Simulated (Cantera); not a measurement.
A Cantera script and what it prints.

```python
import numpy as np
import cantera as ct

gas_names = """
    C CH CH2 CH3 CH2OH CH3O CH4 CH3OH CO CO2 COOH C2 C2H CHCO,ketyl C2H2,acetylene C2H2,vinylidene
    CH2CO,ketene C2H3,vinyl CH3CO,acetyl C2H4 C2H4O,ethylen CH3CHO,ethanal CH3COOH (HCOOH)2 C2H5 C2H6
    CH3OCH3 C2H5OH C2O C3 C3H3,propargyl C3H4,allene C3H4,propyne C3H4,cyclo- C3H5,allyl C3H6,propylene
    C3H6,cyclo- C3H6O C3H7,n-propyl C3H7,i-propyl C3H8 C3H8O,1propanol C3H8O,2propanol C3O2 C4 C4H2
    C4H4,1,3-cyclo- C4H6,butadiene C4H6,2-butyne C4H6,cyclo- C4H8,1-butene C4H8,cis2-buten
    C4H8,tr2-butene C4H8,isobutene C4H8,cyclo- (CH3COOH)2 C4H9,n-butyl C4H9,i-butyl C4H9,s-butyl
    C4H9,t-butyl C4H10,isobutane C4H10,n-butane C5 C5H6,1,3cyclo- C5H8,cyclo- C5H10,1-pentene
    C5H10,cyclo- C5H11,pentyl C5H11,t-pentyl C5H12,n-pentane C5H12,i-pentane CH3C(CH3)2CH3 C6H2
    C6H5,phenyl C6H5O,phenoxy C6H6 C6H5OH,phenol C6H10,cyclo- C6H12,1-hexene C6H12,cyclo- C6H13,n-hexyl
    C7H7,benzyl C7H8 C7H8O,cresol C7H14,1-heptene C7H15,n-heptyl C7H16,n-heptane C8H8,styrene
    C8H10,ethylbenz C8H16,1-octene C8H17,n-octyl C8H18,isooctane C8H18,n-octane C9H19,n-nonyl
    C10H8,naphthale C10H21,n-decyl C12H9,o-bipheny C12H10,bipheny H HCO HO2 H2 HCHO,formaldehy HCOOH H2O
    H2O2 Mg MgH MgO MgOH MgO2H2 Mg2 O OH O2 O3
""".split()
cond_names = """
    C(gr) C6H6(L) C7H8(L) C8H18(L),n-octa H2O(s) H2O(L) Mg(cr) Mg(L) MgCO3(s) MgO(s) MgO(L) MgO2H2(s)
""".split()


def load(file, names, dense=False):
    # The tables refer to 1 bar. Condensed volumes are neglected.
    table = {s.name: s for s in ct.Species.list_from_file(file)}
    out = []
    for n in names:
        d = dict(table[n].input_data)
        d["thermo"] = dict(d["thermo"], **{"reference-pressure": 1e5})
        if dense:
            d["equation-of-state"] = {"model": "constant-volume", "density": "1e6 g/cm^3"}
        out.append(ct.Species.from_dict(d))
    return out


gas = ct.Solution(thermo="ideal-gas", species=load("nasa_gas.yaml", gas_names))
cond = {s.name: ct.Solution(thermo="fixed-stoichiometry", species=[s], name=s.name)
        for s in load("nasa_condensed.yaml", cond_names, dense=True)}
atoms = {
    'MgCO3': {'Mg': 1, 'C': 1, 'O': 3},
    'CO2': {'C': 1, 'O': 2},
    'H2O': {'H': 2, 'O': 1},
}
top_T = {'C(gr)': 4500}  # K; cautious upper limits of use, not melting points


def equilibrate(T, P, feed):
    n = {}
    for name, mol in feed.items():
        for a, k in atoms[name].items():
            n[a] = n.get(a, 0.0) + k * mol
    gas.TPX = T, P, n
    mass = sum(n.values()) * gas.mean_molecular_weight
    gas.equilibrate("TP")
    valid = [c for c in cond.values() if c.min_temp <= T <= top_T.get(c.name, c.max_temp)]
    mix = ct.Mixture([(gas, mass / gas.mean_molecular_weight)] + [(c, 0.0) for c in valid])
    mix.T, mix.P = T, P
    mix.equilibrate("TP", solver="vcs", rtol=1e-11, max_steps=5000)
    return mix


results = []
feed = {'MgCO3': 1, 'CO2': 1.4, 'H2O': 0.046}  # mol
P = 133.322  # Pa
for T in [675, 825, 975, 1125, 1275, 1425, 1575, 1725]:
    mix = equilibrate(T, P, feed)
    results.append((T, P, feed, dict(zip(mix.species_names, mix.species_moles))))

top = {s: max(r[3][s] / sum(r[3][g] for g in gas_names) for r in results) for s in gas_names}
cols = sorted((s for s in top if top[s] > 1e-06), key=lambda s: -top[s])[:9]
seen = [c for c in cond_names if any(r[3].get(c, 0) > 1e-12 for r in results)]
print("log10 of partial pressures in bar; condensed amounts in mol")
print(f"{'T/K':>10s}" + "".join(f"{s[:9]:>10s}" for s in cols + seen))
for T, P, feed, n in results:
    ng = sum(n[g] for g in gas_names)
    print(f"{T:10.4g}" + "".join(f"{np.log10(max(n[s] / ng * P / 1e5, 1e-99)):10.3f}" for s in cols)
          + "".join(f"{n.get(c, 0):10.4g}" for c in seen))
```

Output:

```
log10 of partial pressures in bar; condensed amounts in mol
       T/K       CO2        CO       H2O        O2        OH         O        H2         H    MgO(s)
       675    -2.883   -13.409    -4.601   -13.625   -16.055   -22.953   -14.047   -21.230         1
       825    -2.883   -10.731    -4.601   -11.005   -13.121   -18.102   -11.896   -17.049         1
       975    -2.883    -8.889    -4.601    -9.178   -11.083   -14.731   -10.402   -14.143         1
      1125    -2.883    -7.541    -4.601    -7.837    -9.586   -12.254    -9.300   -12.002         1
      1275    -2.883    -6.514    -4.601    -6.813    -8.441   -10.358    -8.453   -10.359         1
      1425    -2.884    -5.706    -4.602    -6.006    -7.538    -8.861    -7.780    -9.056         1
      1575    -2.888    -5.055    -4.605    -5.357    -6.809    -7.649    -7.234    -7.998         1
      1725    -2.899    -4.523    -4.615    -4.829    -6.212    -6.651    -6.786    -7.124         1
```

Equilibrium computed with Cantera from the NASA thermochemical tables; the gas is ideal and each condensed phase is pure.
